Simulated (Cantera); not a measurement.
Feed: 1 mol SiCl4, 1.1 mol H2, held at 573.15 K and 3150 Torr.

These are equilibrium values from Cantera (NASA tables, ideal gas, pure condensed phases), not measurements of a reactor. Candidate condensed phases: Si; 19 gas species. Equilibrium is a limit: real reactors are often held back by kinetics, nucleation or transport.

Base state: H2 0.522, SiCl4 0.474, HCl 0.00187, SiHCl3 0.00187 (mole fractions); condensed: gas only.

Problem. What changes in the equilibrium state with this change: SiCl4 replaced by Si?

Solution. 
```
species      before  after
----------  -------  -----
H2            0.522   1.00
SiCl4         0.474      0
HCl         0.00187      0
SiHCl3      0.00187      0
Si(s), mol        0   1.00
```
